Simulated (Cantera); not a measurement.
Standard-state values (1 bar) from the NASA 1993 polynomials, evaluated with Cantera. Values are per mole of reaction as written; species without (g) are pure solids or liquids, kept so even where they would boil at 1 bar.

N2(g) + 4 CrO3(g) → 2 Cr2N + 12 O(g)

| T (K) | ΔH° (kJ) | ΔS° (J/K) | ΔG° (kJ) | log10 K |
|---|---|---|---|---|
| 300 | 3910.8 | 807.0 | 3668.7 | -638.76 |
| 1098 | 3986.9 | 938.6 | 2956.3 | -140.64 |
| 1173 | ___ | ___ | ___ | ___ |
| 1248 | 4000.3 | 950.0 | 2814.7 | -117.81 |
| 1323 | 4007.2 | 955.4 | 2743.2 | -108.31 |
| 1398 | 4014.3 | 960.6 | 2671.4 | -99.81 |
| 1473 | ___ | ___ | ___ | ___ |
| 1548 | 4029.1 | 970.6 | 2526.5 | -85.25 |
| 1623 | 4036.8 | 975.5 | 2453.6 | -78.96 |
| 1698 | ___ | ___ | ___ | ___ |

Task: Fill in the missing entries.

Result: 
- 1173, ΔH° (kJ): 3993.5
- 1173, ΔS° (J/K): 944.4
- 1173, ΔG° (kJ): 2885.7
- 1173, log10 K: -128.50
- 1473, ΔH° (kJ): 4021.6
- 1473, ΔS° (J/K): 965.7
- 1473, ΔG° (kJ): 2599.2
- 1473, log10 K: -92.17
- 1698, ΔH° (kJ): 4044.8
- 1698, ΔS° (J/K): 980.3
- 1698, ΔG° (kJ): 2380.2
- 1698, log10 K: -73.22
